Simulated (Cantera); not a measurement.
An isothermal, constant-pressure homogeneous reactor starts with NH3 : N2 = 1 : 0.41 (molar parts), at 2250 K and 57.0 Torr.

Cantera simulation using the gas-phase N/H chemistry of the illustrative SiF4/NH3 mechanism in the Surface Chemkin manual (1991); the numbers are that mechanism's predictions, not measurements. Walls and surfaces, which speed up NH3 decomposition in real reactors, are not modelled.

x: mole fraction; the columns are a selection and need not sum to one.

```json
[
 {"t (s)": "0.000100", "x NH3": "0.707", "x H2": "0.000666", "x N2H4": "8.99e-9", "x N2H2": "1.25e-6", "x H": "4.02e-6"},
 {"t (s)": "0.000215", "x NH3": "0.705", "x H2": "0.00172", "x N2H4": "3.52e-8", "x N2H2": "6.00e-6", "x H": "7.01e-6"},
 {"t (s)": "0.000464", "x NH3": "0.700", "x H2": "0.00555", "x N2H4": "8.09e-8", "x N2H2": "1.53e-5", "x H": "1.73e-5"},
 {"t (s)": "0.00100", "x NH3": "0.687", "x H2": "0.0164", "x N2H4": "8.86e-8", "x N2H2": "1.81e-5", "x H": "3.84e-5"},
 {"t (s)": "0.00215", "x NH3": "0.661", "x H2": "[?]", "x N2H4": "[?]", "x N2H2": "1.69e-5", "x H": "[?]"},
 {"t (s)": "0.00464", "x NH3": "0.609", "x H2": "0.0859", "x N2H4": "5.78e-8", "x N2H2": "1.47e-5", "x H": "0.000149"},
 {"t (s)": "0.0100", "x NH3": "0.514", "x H2": "0.170", "x N2H4": "4.01e-8", "x N2H2": "1.14e-5", "x H": "0.000283"},
 {"t (s)": "0.0215", "x NH3": "0.367", "x H2": "0.299", "x N2H4": "2.31e-8", "x N2H2": "7.19e-6", "x H": "0.000524"},
 {"t (s)": "0.0464", "x NH3": "0.193", "x H2": "0.451", "x N2H4": "9.26e-9", "x N2H2": "3.26e-6", "x H": "0.000943"},
 {"t (s)": "0.100", "x NH3": "0.0582", "x H2": "0.570", "x N2H4": "1.79e-9", "x N2H2": "8.36e-7", "x H": "0.00174"},
 {"t (s)": "0.215", "x NH3": "0.00380", "x H2": "0.615", "x N2H4": "5.07e-11", "x N2H2": "5.12e-8", "x H": "0.00483"},
 {"t (s)": "0.464", "x NH3": "1.11e-5", "x H2": "0.607", "x N2H4": "<1e-12", "x N2H2": "1.80e-11", "x H": "0.0186"},
 {"t (s)": "1.00", "x NH3": "[?]", "x H2": "0.605", "x N2H4": "<1e-12", "x N2H2": "<1e-12", "x H": "[?]"}
]
```

Q: What belongs in the gaps?

A: 
- 0.00215, x H2: 0.0397
- 0.00215, x N2H4: 7.49e-8
- 0.00215, x H: 7.70e-5
- 1.00, x NH3: 1.27e-6
- 1.00, x H: 0.0211
